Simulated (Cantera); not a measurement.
Feed: 1 mol CaF₂, 5.2 mol H₂, 61 mol N₂, equilibrated at 2198 K and 1.00 Torr.

Cantera equilibrium calculation (NASA polynomials, part measured and part estimated; ideal gas, pure solids and liquids). Candidate condensed phases: Ca, CaF₂; 25 gas species. Kinetics and transport are ignored.

Base state: N₂ 0.885, H₂ 0.0505, H 0.0343, HF 0.0156, Ca 0.00563, CaF₂ 0.00453, CaF 0.00435 (mole fractions); condensed: gas only.

### Question
What changes in the equilibrium state with this change: pressure from 1.00 Torr to 49.5 Torr?

### Answer
```
species   before    after
-------  -------  -------
N₂         0.885    0.902
H₂        0.0505   0.0706
CaF₂     0.00453  0.00959
H         0.0343  0.00576
HF        0.0156  0.00691
Ca       0.00563  0.00171
CaF      0.00435  0.00349
```
